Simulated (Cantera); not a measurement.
A Cantera script and what it prints.

```python
import numpy as np
import cantera as ct

gas_names = """
    F F2 H HF H2 H2F2 H3F3 H4F4 H5F5 H6F6 H7F7 Si SiF SiF2 SiF3 SiF4 SiH SiHF3 SiH2 SiH2F2 SiH3 SiH3F
    SiH4 Si2 Si3
""".split()
cond_names = """
    Si(cr) Si(L)
""".split()


# ... load() reads the species with a 1 bar reference pressure and builds the phases ...
atoms = {
    'Si': {'Si': 1},
    'HF': {'H': 1, 'F': 1},
}
top_T = {}  # K; cautious upper limits of use, not melting points


# ... equilibrate(T, P, feed) seeds the gas with the atoms and calls Mixture.equilibrate('TP', solver="vcs", rtol=1e-11, max_steps=5000) ...
results = []
T = 575  # K
P = 1333.22  # Pa
for m in [1.4, 1.6, 1.8, 2, 2.3, 2.7, 3, 3.5, 3.9, 4.5, 5.1, 5.9, 6.7]:
    feed = {'Si': 1, 'HF': m}  # mol
    mix = equilibrate(T, P, feed)
    results.append((T, P, feed, dict(zip(mix.species_names, mix.species_moles))))
    x = sorted(zip(gas.X, gas.species_names), reverse=True)
    print(f"T = {T:g} K  P = {P:g} Pa  n(HF) = {m:g} mol  gas = {mix.phase_moles(0):.4g} mol")
    print("   x: " + "  ".join(f"{s} {v:.3e}" for v, s in x if v > 1e-06))
    print("   condensed (mol): " + ("  ".join(f"{mix.phase(i).name} {mix.phase_moles(i):.4g}"
          for i in range(1, mix.n_phases) if mix.phase_moles(i) > 1e-12) or "none"))
```

Result:

```
T = 575 K  P = 1333.22 Pa  n(HF) = 1.4 mol  gas = 1.048 mol
   x: H2 6.645e-01  SiF4 3.291e-01  SiHF3 6.271e-03  SiH2F2 8.953e-05
   condensed (mol): Si(cr) 0.6483
T = 575 K  P = 1333.22 Pa  n(HF) = 1.6 mol  gas = 1.198 mol
   x: H2 6.645e-01  SiF4 3.291e-01  SiHF3 6.271e-03  SiH2F2 8.953e-05
   condensed (mol): Si(cr) 0.5981
T = 575 K  P = 1333.22 Pa  n(HF) = 1.8 mol  gas = 1.348 mol
   x: H2 6.645e-01  SiF4 3.291e-01  SiHF3 6.271e-03  SiH2F2 8.953e-05
   condensed (mol): Si(cr) 0.5478
T = 575 K  P = 1333.22 Pa  n(HF) = 2 mol  gas = 1.498 mol
   x: H2 6.645e-01  SiF4 3.291e-01  SiHF3 6.271e-03  SiH2F2 8.953e-05
   condensed (mol): Si(cr) 0.4976
T = 575 K  P = 1333.22 Pa  n(HF) = 2.3 mol  gas = 1.722 mol
   x: H2 6.645e-01  SiF4 3.291e-01  SiHF3 6.271e-03  SiH2F2 8.953e-05
   condensed (mol): Si(cr) 0.4222
T = 575 K  P = 1333.22 Pa  n(HF) = 2.7 mol  gas = 2.022 mol
   x: H2 6.645e-01  SiF4 3.291e-01  SiHF3 6.271e-03  SiH2F2 8.953e-05
   condensed (mol): Si(cr) 0.3217
T = 575 K  P = 1333.22 Pa  n(HF) = 3 mol  gas = 2.246 mol
   x: H2 6.645e-01  SiF4 3.291e-01  SiHF3 6.271e-03  SiH2F2 8.953e-05
   condensed (mol): Si(cr) 0.2464
T = 575 K  P = 1333.22 Pa  n(HF) = 3.5 mol  gas = 2.621 mol
   x: H2 6.645e-01  SiF4 3.291e-01  SiHF3 6.271e-03  SiH2F2 8.953e-05
   condensed (mol): Si(cr) 0.1208
T = 575 K  P = 1333.22 Pa  n(HF) = 3.9 mol  gas = 2.92 mol
   x: H2 6.645e-01  SiF4 3.291e-01  SiHF3 6.271e-03  SiH2F2 8.953e-05
   condensed (mol): Si(cr) 0.02029
T = 575 K  P = 1333.22 Pa  n(HF) = 4.5 mol  gas = 3.5 mol
   x: H2 5.714e-01  SiF4 2.857e-01  HF 1.429e-01
   condensed (mol): none
T = 575 K  P = 1333.22 Pa  n(HF) = 5.1 mol  gas = 4.1 mol
   x: H2 4.878e-01  HF 2.683e-01  SiF4 2.439e-01
   condensed (mol): none
T = 575 K  P = 1333.22 Pa  n(HF) = 5.9 mol  gas = 4.9 mol
   x: H2 4.082e-01  HF 3.878e-01  SiF4 2.041e-01  H2F2 1.097e-06
   condensed (mol): none
T = 575 K  P = 1333.22 Pa  n(HF) = 6.7 mol  gas = 5.7 mol
   x: HF 4.737e-01  H2 3.509e-01  SiF4 1.754e-01  H2F2 1.637e-06
   condensed (mol): none
```

These are equilibrium values from Cantera (NASA tables, ideal gas, pure condensed phases), not measurements of a reactor.
